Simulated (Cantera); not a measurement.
What does this Cantera script print?

```python
import numpy as np
import cantera as ct

gas_names = [...]  # 110 gases of nasa_gas.yaml made of C, H, O
cond_names = """
    C(gr) C6H6(L) C7H8(L) C8H18(L),n-octa H2O(s) H2O(L)
""".split()


# ... load() reads the species with a 1 bar reference pressure and builds the phases ...
atoms = {
    'C2H4': {'C': 2, 'H': 4},
    'O2': {'O': 2},
    'H2': {'H': 2},
}
top_T = {'C(gr)': 4500}  # K; cautious upper limits of use, not melting points


# ... equilibrate(T, P, feed) seeds the gas with the atoms and calls Mixture.equilibrate('TP', solver="vcs", rtol=1e-11, max_steps=5000) ...
results = []
feed = {'C2H4': 1, 'O2': 0.015, 'H2': 11}  # mol
P = 2600  # Pa
for T in [2150, 2200, 2250, 2300, 2350, 2400, 2450, 2500, 2550, 2600, 2650]:
    mix = equilibrate(T, P, feed)
    results.append((T, P, feed, dict(zip(mix.species_names, mix.species_moles))))
    x = sorted(zip(gas.X, gas.species_names), reverse=True)
    print(f"T = {T:g} K  P = {P:g} Pa  gas = {mix.phase_moles(0):.4g} mol")
    print("   x: " + "  ".join(f"{s} {v:.3e}" for v, s in x if v > 0.0001))
    print("   condensed (mol): " + ("  ".join(f"{mix.phase(i).name} {mix.phase_moles(i):.4g}"
          for i in range(1, mix.n_phases) if mix.phase_moles(i) > 1e-12) or "none"))
```

Result:

```
T = 2150 K  P = 2600 Pa  gas = 13.2 mol
   x: H2 9.701e-01  H 2.576e-02  CO 2.273e-03  C2H2,acetylene 1.879e-03
   condensed (mol): C(gr) 1.92
T = 2200 K  P = 2600 Pa  gas = 13.26 mol
   x: H2 9.610e-01  H 3.424e-02  C2H2,acetylene 2.463e-03  CO 2.263e-03
   condensed (mol): C(gr) 1.904
T = 2250 K  P = 2600 Pa  gas = 13.33 mol
   x: H2 9.497e-01  H 4.488e-02  C2H2,acetylene 3.179e-03  CO 2.251e-03
   condensed (mol): C(gr) 1.885
T = 2300 K  P = 2600 Pa  gas = 13.42 mol
   x: H2 9.356e-01  H 5.805e-02  C2H2,acetylene 4.043e-03  CO 2.236e-03
   condensed (mol): C(gr) 1.861
T = 2350 K  P = 2600 Pa  gas = 13.53 mol
   x: H2 9.185e-01  H 7.413e-02  C2H2,acetylene 5.068e-03  CO 2.217e-03
   condensed (mol): C(gr) 1.831
T = 2400 K  P = 2600 Pa  gas = 13.67 mol
   x: H2 8.980e-01  H 9.348e-02  C2H2,acetylene 6.260e-03  CO 2.195e-03
   condensed (mol): C(gr) 1.796
T = 2450 K  P = 2600 Pa  gas = 13.84 mol
   x: H2 8.736e-01  H 1.165e-01  C2H2,acetylene 7.622e-03  CO 2.168e-03
   condensed (mol): C(gr) 1.755
T = 2500 K  P = 2600 Pa  gas = 14.04 mol
   x: H2 8.452e-01  H 1.433e-01  C2H2,acetylene 9.143e-03  CO 2.137e-03  C2H 1.114e-04
   condensed (mol): C(gr) 1.707
T = 2550 K  P = 2600 Pa  gas = 14.28 mol
   x: H2 8.124e-01  H 1.744e-01  C2H2,acetylene 1.080e-02  CO 2.101e-03  C2H 1.847e-04
   condensed (mol): C(gr) 1.65
T = 2600 K  P = 2600 Pa  gas = 14.56 mol
   x: H2 7.752e-01  H 2.096e-01  C2H2,acetylene 1.257e-02  CO 2.060e-03  C2H 2.992e-04
   condensed (mol): C(gr) 1.585
T = 2650 K  P = 2600 Pa  gas = 14.89 mol
   x: H2 7.337e-01  H 2.490e-01  C2H2,acetylene 1.440e-02  CO 2.015e-03  C2H 4.732e-04  C3 1.721e-04  C4H2 1.173e-04
   condensed (mol): C(gr) 1.51
```

Method: chemical equilibrium by Gibbs-energy minimisation in Cantera with the NASA 1993 tables (ideal gas, pure condensed phases).
